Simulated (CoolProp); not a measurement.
Values from CoolProp's reference Helmholtz-energy equation of state, Schroeder 2014.

For ethanol, give the phase and the cv (kJ/(kg K)) at 272.05 °C and 2.43 bar; 272.05 °C and 8.72 bar; 272.05 °C and 31.3 bar.


- 272.05 °C and 2.43 bar: gas; cv 2.04
- 272.05 °C and 8.72 bar: gas; cv 2.09
- 272.05 °C and 31.3 bar: gas; cv 2.29
